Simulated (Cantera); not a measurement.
# CH3SiCl3 + HCl + H2 (silicon carbide growth)

Feed: 1 mol CH3SiCl3, 1.2 mol HCl, 1400 mol H2, held at 13.3 mbar.

Equilibrium computed with Cantera from the NASA thermochemical tables; the gas is ideal and each condensed phase is pure. Candidate condensed phases: C, C6H6, C7H8, C8H18, Si, SiC; 109 gas species. The feed counts by its element totals alone. Kinetics and transport are ignored.

| T (K) | x H2 | x H | x HCl | x Si | x C2H2 (acetylene) | n SiC(s) |
|---|---|---|---|---|---|---|
| 1125 | 0.997 | 3.84e-7 | 0.00299 | <1e-12 | 1.28e-12 | 0.996 |
| 1325 | 0.997 | 1.41e-5 | 0.00299 | 7.77e-10 | 7.96e-10 | 0.996 |
| 1525 | 0.997 | 0.000205 | 0.00299 | 1.25e-7 | 9.97e-8 | 0.996 |
| 1725 | 0.995 | 0.00160 | 0.00298 | 6.04e-6 | 4.13e-6 | 0.984 |
| 1925 | 0.989 | 0.00823 | 0.00295 | 0.000131 | 7.63e-5 | 0.775 |
| 2125 | 0.965 | 0.0309 | 0.00287 | 0.000625 | 0.000335 | 0 |
| 2325 | 0.905 | 0.0907 | 0.00266 | 0.000641 | 0.000329 | 0 |
x: gas mole fraction; n: condensed amount in mol.

From 1125 K to 1925 K the condensed part is SiC(s). From 2125 K to 2325 K nothing is condensed. The main Si-bearing gas is SiCl2 at 1125 K and Si at 2325 K.
